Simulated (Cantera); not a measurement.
Mixture: CH₄ : C₂H₆ : O₂ : N₂ = 1 : 0.27 : 7.18 : 27 (molar parts), at 4.34 atm, adiabatic and at constant pressure. Ignition delay is the time to a rise of 400 K.

Model: GRI-Mech 3.0 (53 species, 325 reactions), integrated in Cantera.

Problem. Predict: delay at 1000 K; delay at 1050 K; delay at 1100 K; delay at 1150 K; delay at 1200 K; delay at 1250 K; apparent activation energy between 1150 and 1250 K.

Solution. 
| Quantity | Value |
|---|---|
| delay at 1000 K | 69.0 ms |
| delay at 1050 K | 23.2 ms |
| delay at 1100 K | 8.36 ms |
| delay at 1150 K | 3.23 ms |
| delay at 1200 K | 1.36 ms |
| delay at 1250 K | 0.630 ms |
| apparent activation energy between 1150 and 1250 K | 200 kJ/mol |
